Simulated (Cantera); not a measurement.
Input (Python, Cantera) and output of one run.

```python
import numpy as np
import cantera as ct

gas_names = """
    H HO2 H2 H2O H2O2 O OH O2 O3 Si SiH SiH2 SiH3 SiH4 SiO SiO2 Si2 Si3
""".split()
cond_names = """
    H2O(s) H2O(L) Si(cr) Si(L) SiO2(Lqz) SiO2(hqz) SiO2(L)
""".split()


def load(file, names, dense=False):
    # The tables refer to 1 bar. Condensed volumes are neglected.
    table = {s.name: s for s in ct.Species.list_from_file(file)}
    out = []
    for n in names:
        d = dict(table[n].input_data)
        d["thermo"] = dict(d["thermo"], **{"reference-pressure": 1e5})
        if dense:
            d["equation-of-state"] = {"model": "constant-volume", "density": "1e6 g/cm^3"}
        out.append(ct.Species.from_dict(d))
    return out


gas = ct.Solution(thermo="ideal-gas", species=load("nasa_gas.yaml", gas_names))
cond = {s.name: ct.Solution(thermo="fixed-stoichiometry", species=[s], name=s.name)
        for s in load("nasa_condensed.yaml", cond_names, dense=True)}
atoms = {
    'Si': {'Si': 1},
    'O2': {'O': 2},
    'H2': {'H': 2},
}
top_T = {}  # K; cautious upper limits of use, not melting points


def equilibrate(T, P, feed):
    n = {}
    for name, mol in feed.items():
        for a, k in atoms[name].items():
            n[a] = n.get(a, 0.0) + k * mol
    gas.TPX = T, P, n
    mass = sum(n.values()) * gas.mean_molecular_weight
    gas.equilibrate("TP")
    valid = [c for c in cond.values() if c.min_temp <= T <= top_T.get(c.name, c.max_temp)]
    mix = ct.Mixture([(gas, mass / gas.mean_molecular_weight)] + [(c, 0.0) for c in valid])
    mix.T, mix.P = T, P
    mix.equilibrate("TP", solver="vcs", rtol=1e-11, max_steps=5000)
    return mix


results = []
feed = {'Si': 1, 'O2': 0.23, 'H2': 8.5}  # mol
T = 2025  # K
P = 10000  # Pa
mix = equilibrate(T, P, feed)
results.append((T, P, feed, dict(zip(mix.species_names, mix.species_moles))))
print(gas.report(threshold=1e-05))
for i in range(1, mix.n_phases):
    print(f"{mix.phase(i).name:16s} {mix.phase_moles(i):12.5e} mol")
```

Result:

```
       temperature   2025 K
          pressure   10000 Pa
           density   0.002485 kg/m^3
  mean mol. weight   4.1839 kg/kmol
   phase of matter   gas

                          1 kg             1 kmol
                     ---------------   ---------------
          enthalpy        1.2092e+07         5.059e+07  J
   internal energy        8.0675e+06        3.3754e+07  J
           entropy             51248        2.1442e+05  J/K
    Gibbs function       -9.1685e+07        -3.836e+08  J
 heat capacity c_p            8210.5             34352  J/K
 heat capacity c_v            6223.2             26037  J/K

                      mass frac. Y      mole frac. X     chem. pot. / RT
                     ---------------   ---------------   ---------------
                 H         0.0014232         0.0059074           -10.941
                H2           0.45396           0.94212           -21.882
                Si         0.0039079        0.00058217           -5.9569
               SiH         0.0007955         0.0001144           -16.898
              SiH2        0.00082818        0.00011511           -27.839
               SiO           0.53896          0.051151           -40.944
     [  +12 minor]         0.0001284        1.1103e-05

Si(L)             5.32575e-01 mol
SiO2(L)           0.00000e+00 mol
```

These are equilibrium values from Cantera (NASA tables, ideal gas, pure condensed phases), not measurements of a reactor. Gases not in the tables: Si2H6 and higher silanes.
